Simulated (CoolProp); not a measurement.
The numbers come from the reference Helmholtz-energy equation of state, Zhou 2014 in CoolProp.

Problem. For cyclohexane, give the phase and the density (kg/m³), Joule-Thomson coefficient (K/MPa), isothermal compressibility (1/MPa), fugacity coefficient at 346.85 °C and 0.785 MPa; 346.85 °C and 3.14 MPa; 346.85 °C and 8.63 MPa.

Solution. 
- 346.85 °C and 0.785 MPa: gas; density 13.4, Joule-Thomson coefficient 4.39, isothermal compressibility 1.34, fugacity coefficient 0.955
- 346.85 °C and 3.14 MPa: gas; density 64.4, Joule-Thomson coefficient 5.58, isothermal compressibility 0.411, fugacity coefficient 0.825
- 346.85 °C and 8.63 MPa: supercritical; density 321, Joule-Thomson coefficient 3.51, isothermal compressibility 0.126, fugacity coefficient 0.561
